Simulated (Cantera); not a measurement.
Feed: 1 mol PbO, 1.3 mol CO, 6.5 mol N2, 2.2 mol O2, equilibrated at 1550 K and 0.870 bar.

These are equilibrium values from Cantera (NASA tables, ideal gas, pure condensed phases), not measurements of a reactor. Candidate condensed phases: C, Pb, PbO, PbO2, Pb3O4; 27 gas species. Gases not in the tables: (PbO)n polymers. Rates play no part.

Base state: N2 0.681, O2 0.162, CO2 0.136, PbO 0.0187, NO 0.00127, Pb 0.000343 (mole fractions); condensed: PbO(l).

Problem. What changes in the equilibrium state with this change: pressure from 0.870 bar to 13.3 mbar?

Solution. 
```
species        before    after
-----------  --------  -------
N2              0.681    0.623
O2              0.162    0.155
CO2             0.136    0.125
PbO            0.0187   0.0834
Pb           0.000343   0.0126
O             3.38e-6  2.66e-5
CO            3.67e-6  2.78e-5
NO            0.00127  0.00118
PbO(l), mol     0.818        0
```
